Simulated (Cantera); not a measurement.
A perfectly stirred reactor is fed with NO : N₂ = 1 : 3.2 (molar parts), at 0.0320 bar; it is held at 2175 K, and followed from long to short residence time.

Computed with Cantera and GRI-Mech 3.0 (53 species, 325 reactions). Radical loss at walls, strong at low pressure, is not modelled.

Task: What does this change do: pressure from 0.0320 bar to 0.0267 bar?

Result: 
```
quantity                 before     after
---------------------  --------  --------
x(NO) at τ = 0.690 s      0.176     0.183
x(N₂O) at τ = 0.690 s   1.12e-5   1.19e-5
x(NO₂) at τ = 0.690 s   1.56e-5   1.39e-5
x(O) at τ = 0.690 s     0.00231   0.00237
x(O₂) at τ = 0.690 s     0.0296    0.0262
x(NO) at τ = 50.0 ms      0.236     0.237
x(N₂O) at τ = 50.0 ms   2.46e-5   2.45e-5
x(NO₂) at τ = 50.0 ms   4.21e-6   3.18e-6
x(O) at τ = 50.0 ms    0.000505  0.000450
x(O₂) at τ = 50.0 ms   0.000679  0.000495
```

Task: What does this change do: temperature 2175 to 1400 K?

Result: 
| quantity | before | after |
|---|---|---|
| x(NO) at τ = 0.690 s | 0.176 | 0.238 |
| x(N₂O) at τ = 0.690 s | 1.12e-5 | 2.46e-6 |
| x(NO₂) at τ = 0.690 s | 1.56e-5 | 2.84e-6 |
| x(O) at τ = 0.690 s | 0.00231 | 8.49e-8 |
| x(O₂) at τ = 0.690 s | 0.0296 | 2.06e-7 |
| x(NO) at τ = 50.0 ms | 0.236 | 0.238 |
| x(N₂O) at τ = 50.0 ms | 2.46e-5 | 2.07e-7 |
| x(NO₂) at τ = 50.0 ms | 4.21e-6 | 1.63e-7 |
| x(O) at τ = 50.0 ms | 0.000505 | 4.80e-8 |
| x(O₂) at τ = 50.0 ms | 0.000679 | 9.06e-10 |
